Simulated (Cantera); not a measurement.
An isothermal, constant-pressure homogeneous reactor starts with H2 : O2 : N2 = 0.013 : 1 : 1.5 (molar parts), at 1350 K and 0.00360 bar.

Cantera simulation using GRI-Mech 3.0 (53 species, 325 reactions); the numbers are that mechanism's predictions, not measurements. Radical loss at walls, strong at low pressure, is not modelled.

x: mole fraction; the columns are a selection and need not sum to one.

```json
[
 {"t (s)": "0.000100", "x H2": "0.00517", "x O2": "0.398", "x H2O2": "<1e-12", "x H2O": "2.34e-12", "x NO": "<1e-12", "x HO2": "6.34e-10"},
 {"t (s)": "0.000316", "x H2": "0.00517", "x O2": "0.398", "x H2O2": "<1e-12", "x H2O": "5.89e-11", "x NO": "<1e-12", "x HO2": "2.00e-9"},
 {"t (s)": "0.00100", "x H2": "0.00517", "x O2": "0.398", "x H2O2": "1.11e-12", "x H2O": "1.13e-9", "x NO": "<1e-12", "x HO2": "6.33e-9"},
 {"t (s)": "0.00316", "x H2": "0.00517", "x O2": "0.398", "x H2O2": "1.00e-11", "x H2O": "1.90e-8", "x NO": "<1e-12", "x HO2": "2.00e-8"},
 {"t (s)": "0.0100", "x H2": "0.00517", "x O2": "0.398", "x H2O2": "7.56e-11", "x H2O": "7.00e-7", "x NO": "<1e-12", "x HO2": "6.29e-8"},
 {"t (s)": "0.0316", "x H2": "0.00305", "x O2": "0.396", "x H2O2": "3.12e-9", "x H2O": "0.00160", "x NO": "1.76e-11", "x HO2": "1.08e-7"},
 {"t (s)": "0.100", "x H2": "2.63e-5", "x O2": "0.393", "x H2O2": "1.61e-9", "x H2O": "0.00474", "x NO": "1.61e-9", "x HO2": "7.04e-8"},
 {"t (s)": "0.316", "x H2": "2.57e-5", "x O2": "0.393", "x H2O2": "1.60e-9", "x H2O": "0.00475", "x NO": "(withheld)", "x HO2": "6.96e-8"},
 {"t (s)": "1.00", "x H2": "2.39e-5", "x O2": "0.393", "x H2O2": "1.56e-9", "x H2O": "0.00477", "x NO": "2.60e-8", "x HO2": "6.73e-8"},
 {"t (s)": "3.16", "x H2": "(withheld)", "x O2": "0.394", "x H2O2": "1.46e-9", "x H2O": "0.00483", "x NO": "(withheld)", "x HO2": "(withheld)"},
 {"t (s)": "10.0", "x H2": "1.11e-5", "x O2": "0.395", "x H2O2": "1.18e-9", "x H2O": "0.00494", "x NO": "1.64e-7", "x HO2": "4.55e-8"},
 {"t (s)": "31.6", "x H2": "3.50e-6", "x O2": "0.396", "x H2O2": "6.59e-10", "x H2O": "0.00507", "x NO": "2.70e-7", "x HO2": "2.34e-8"},
 {"t (s)": "100", "x H2": "6.46e-7", "x O2": "0.396", "x H2O2": "2.10e-10", "x H2O": "0.00514", "x NO": "3.45e-7", "x HO2": "8.12e-9"}
]
```

Question: Some entries are withheld; supply them.

Answer: 
- 0.316, x NO: 7.41e-9
- 3.16, x H2: 1.94e-5
- 3.16, x NO: 7.40e-8
- 3.16, x HO2: 6.07e-8
